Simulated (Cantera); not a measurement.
Input: 1 mol Si₂Cl₆, 0.94 mol NH₃, 42 mol N₂, equilibrated at 0.000210 bar.

Cantera equilibrium calculation (NASA polynomials, part measured and part estimated; ideal gas, pure solids and liquids). Candidate condensed phases: NH₄Cl, Si, Si₃N₄; 28 gas species. The feed counts by its element totals alone. Rates play no part.

**Question.** Which condensed phases are stable at each of these points (T (K)): 875, 975, 1075, 1175, 1275, 1375, 1475, 1575, 1675, 1775, 1875?

**Answer.** 
```json
[
 {"T (K)": "875", "condensed phases": "Si₃N₄(s)", "Si condensed (%)": "55.8"},
 {"T (K)": "975", "condensed phases": "Si₃N₄(s)", "Si condensed (%)": "56.5"},
 {"T (K)": "1075", "condensed phases": "Si₃N₄(s)", "Si condensed (%)": "56.3"},
 {"T (K)": "1175", "condensed phases": "Si₃N₄(s)", "Si condensed (%)": "50.6"},
 {"T (K)": "1275", "condensed phases": "Si₃N₄(s)", "Si condensed (%)": "26.7"},
 {"T (K)": "1375", "condensed phases": "Si₃N₄(s)", "Si condensed (%)": "2.7"},
 {"T (K)": "1475", "condensed phases": "gas only", "Si condensed (%)": "0.0"},
 {"T (K)": "1575", "condensed phases": "gas only", "Si condensed (%)": "0.0"},
 {"T (K)": "1675", "condensed phases": "gas only", "Si condensed (%)": "0.0"},
 {"T (K)": "1775", "condensed phases": "gas only", "Si condensed (%)": "0.0"},
 {"T (K)": "1875", "condensed phases": "gas only", "Si condensed (%)": "0.0"}
]
```

From 875 K to 1375 K the condensed part is Si₃N₄(s). From 1475 K to 1875 K nothing is condensed.
